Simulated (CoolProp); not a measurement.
Vapour-liquid equilibrium of C3F8 (R218) (1) + R134a (2) at 249 K; x and y are mole fractions of (1).

Computed with CoolProp (multi-fluid Helmholtz-energy mixture model, Lemmon 2006 and Tillner-Roth 1994; pair parameters Bell 2016).

**Question.** Give the bubble pressure and the first vapour's composition at x = 0.5, 0.725, 0.875. Is there an azeotrope?

**Answer.** x = 0.5: 0.2039 MPa, y = 0.602; x = 0.725: 0.2056 MPa, y = 0.686; x = 0.875: 0.1969 MPa, y = 0.796. y crosses x between x = 0.65 and 0.725: the model has an azeotrope there.

The pair parameters rest on a limited set of measurements; away from them the model extrapolates.
